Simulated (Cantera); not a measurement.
Cantera run, input and output.

```python
import numpy as np
import cantera as ct

gas = ct.Solution("h2o2.yaml")
gas.TPX = 425, 440000, {'H2': 1, 'O2': 0.312, 'N2': 1.17}
flame = ct.FreeFlame(gas, width=0.014)
flame.set_refine_criteria(ratio=3, slope=0.08, curve=0.16)
flame.transport_model = "mixture-averaged"
flame.solve(loglevel=0, auto=True)
flame.transport_model = "multicomponent"
flame.soret_enabled = True
flame.solve(loglevel=0, refine_grid=True)
z, T = flame.grid, flame.T
thick = (T[-1] - T[0]) / np.gradient(T, z).max()
show = ['H2', 'O2', 'HO2', 'H2O', 'O', 'OH']
print(f"laminar burning velocity  {flame.velocity[0] * 100:.3f} cm/s")
print(f"burnt temperature         {T[-1]:.1f} K")
print(f"thermal thickness         {thick * 1e3:.4f} mm")
print(f"grid points               {len(z)}")
z0 = z[flame.heat_release_rate.argmax()]
print(f"{'z/mm':>9s}{'T/K':>9s}{'u/(m/s)':>9s}" + "".join(f"{s:>11s}" for s in show))
rows = []
for k in (-3, -2, -1.5, -1, -0.5, -0.25, 0, 0.25, 0.5, 1, 2, 4, 8):
    zz = z0 + k * thick
    rows.append([k * thick, np.interp(zz, z, T), np.interp(zz, z, flame.velocity),
                 *(np.interp(zz, z, flame.X[gas.species_index(s)]) for s in show)])
    print(f"{rows[-1][0] * 1e3:9.3f}{rows[-1][1]:9.1f}{rows[-1][2]:9.3f}" + "".join(f"{x:11.3e}" for x in rows[-1][3:]))
```

Result:

```
laminar burning velocity  490.189 cm/s
burnt temperature         2322.8 K
thermal thickness         0.0548 mm
grid points               111
     z/mm      T/K  u/(m/s)         H2         O2        HO2        H2O          O         OH
   -0.164    425.0    4.902  4.029e-01  1.257e-01  3.586e-11  4.585e-10  5.561e-12  4.723e-14
   -0.110    425.0    4.901  4.028e-01  1.257e-01  2.488e-09  2.612e-08  2.426e-10  2.103e-12
   -0.082    425.1    4.900  4.025e-01  1.258e-01  3.312e-08  3.060e-07  2.364e-09  2.344e-11
   -0.055    425.8    4.890  3.999e-01  1.263e-01  9.230e-07  6.842e-06  3.861e-08  1.677e-09
   -0.027    476.5    5.215  3.659e-01  1.324e-01  3.900e-04  2.020e-03  6.350e-06  3.514e-05
   -0.014    801.2    8.459  3.232e-01  1.239e-01  8.384e-04  3.088e-02  2.415e-04  1.154e-03
    0.000   1254.4   13.068  2.622e-01  9.007e-02  3.427e-04  1.027e-01  1.859e-03  2.234e-03
    0.014   1575.1   16.339  1.968e-01  4.542e-02  1.494e-04  1.862e-01  3.513e-03  4.661e-03
    0.027   1750.2   18.115  1.605e-01  1.818e-02  5.678e-05  2.367e-01  3.178e-03  6.439e-03
    0.055   1906.8   19.639  1.455e-01  3.585e-03  1.080e-05  2.655e-01  2.052e-03  7.487e-03
    0.110   2036.5   20.833  1.494e-01  1.057e-03  3.396e-06  2.737e-01  1.225e-03  6.981e-03
    0.219   2142.9   21.773  1.550e-01  4.993e-04  1.657e-06  2.788e-01  6.135e-04  5.534e-03
    0.439   2222.0   22.450  1.592e-01  2.043e-04  6.950e-07  2.831e-01  2.519e-04  3.837e-03
```

Model: the H2/O2 subset of GRI-Mech 3.0, which has no nitrogen chemistry, integrated in Cantera. The hydrogen kinetics of GRI-Mech 3.0 are dated; newer H2 mechanisms differ, most at raised pressure. Burning velocities carry a grid error of a few per cent, more on coarse grids.
